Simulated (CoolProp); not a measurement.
Vapour-liquid equilibrium of isopentane (1) + toluene (2) at 0.0139 MPa; x and y are mole fractions of (1).

Computed with CoolProp (multi-fluid Helmholtz-energy mixture model, Lemmon 2006 and Lemmon 2006; pair parameters Bell 2016).

Q: Give the bubble temperature and the first vapour's composition at x = 0.35, 0.425, 0.725. Is there an azeotrope?

A: x = 0.35: 268.2 K, y = 0.968; x = 0.425: 265.1 K, y = 0.976; x = 0.725: 258.3 K, y = 0.990. No azeotrope shows between x = 0.05 and 0.95.

The pair parameters rest on a limited set of measurements; away from them the model extrapolates.
